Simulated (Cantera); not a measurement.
A Cantera script and what it prints.

```python
import numpy as np
import cantera as ct

gas_names = """
    Fe H H2 H2S N NH NH2 NH3 N2 N2H2 N2H4 S SH SN S2 S8
""".split()
cond_names = """
    Fe(a) Fe(c) Fe(d) Fe(L) FeS(a) FeS(b) FeS(c) FeS(L) FeS2(s) S(cr1) S(cr2) S(L)
""".split()


# ... load() reads the species with a 1 bar reference pressure and builds the phases ...
atoms = {
    'FeS2': {'Fe': 1, 'S': 2},
    'H2': {'H': 2},
    'N2': {'N': 2},
}
top_T = {'FeS2(s)': 1010}  # K; cautious upper limits of use, not melting points


# ... equilibrate(T, P, feed) seeds the gas with the atoms and calls Mixture.equilibrate('TP', solver="vcs", rtol=1e-11, max_steps=5000) ...
results = []
feed = {'FeS2': 1, 'H2': 150, 'N2': 2.8}  # mol
T = 1000  # K
P = 84000  # Pa
mix = equilibrate(T, P, feed)
results.append((T, P, feed, dict(zip(mix.species_names, mix.species_moles))))
x = sorted(zip(gas.X, gas.species_names), reverse=True)
print(f"T = {T:g} K  P = {P:g} Pa  gas = {mix.phase_moles(0):.4g} mol")
print("   x: " + "  ".join(f"{s} {v:.3e}" for v, s in x if v > 1e-06))
print("   condensed (mol): " + ("  ".join(f"{mix.phase(i).name} {mix.phase_moles(i):.4g}"
      for i in range(1, mix.n_phases) if mix.phase_moles(i) > 1e-12) or "none"))
```

It prints:

```
T = 1000 K  P = 84000 Pa  gas = 152.8 mol
   x: H2 9.751e-01  N2 1.829e-02  H2S 6.545e-03  NH3 6.369e-05
   condensed (mol): FeS(c) 1
```

Cantera equilibrium calculation (NASA polynomials, part measured and part estimated; ideal gas, pure solids and liquids). FeS: taken at fixed stoichiometry.
